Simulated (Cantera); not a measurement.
Mixture: CO : H2 : CH4 : O2 : N2 = 1 : 0.8 : 0.4 : 3.86 : 21.6 (molar parts), equivalence ratio 0.44, at 4430 Torr, adiabatic and at constant volume. Ignition delay is the time to a rise of 400 K.

Computed with Cantera and GRI-Mech 3.0 (53 species, 325 reactions). Where the delays flatten at high temperature, the 400 K rule measures the pace of heat release, not the induction time.

Question: What does this change do: pressure from 4430 Torr to 600 Torr?

Answer: 
```tsv
quantity	before	after
delay at 1298 K	50.0 µs	0.178 ms
delay at 1498 K	13.5 µs	0.100 ms
delay at 1698 K	7.12 µs	86.5 µs
delay at 1898 K	5.27 µs	0.101 ms
```
